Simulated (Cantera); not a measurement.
A freely propagating, adiabatic, planar premixed flame of CO : H2 : O2 : N2 = 1 : 0.037 : 0.786 : 3.22 (molar parts), equivalence ratio 0.66, unburnt at 550 K and 37000 Pa; mixture-averaged transport, grid criteria slope 0.08 and curve 0.16, no radiation.

Detailed kinetics in Cantera: GRI-Mech 3.0 (53 species, 325 reactions). Burning velocities carry a grid error of a few per cent, more on coarse grids.

### Question
Predict: laminar burning velocity; thermal thickness; peak x(O).

### Answer
```json
{
 "laminar_burning_velocity": "60.7 cm/s",
 "thermal_thickness": "3.73 mm",
 "peak x(O)": "0.0182"
}
```
